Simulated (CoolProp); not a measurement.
A Linde-Hampson liquefier for dry air: isothermal reversible compression at 200 K from 1 atm to 20 MPa, throttling to 1 atm, return gas leaving the recuperator 5 K below the feed. Each further row changes one setting.

Computed with CoolProp (reference Helmholtz-energy equation of state, Lemmon 2000). It is a pseudo-pure fit of the blend.

```
case                        liquid yield per pass  compression work (kJ/kg of gas)
--------------------------  ---------------------  -------------------------------
as stated                                   0.240                              284
high pressure 40 MPa                        0.269                              323
warm-end temperature 230 K                  0.162                              337
warm-end gap 10 K                           0.228                              284
```
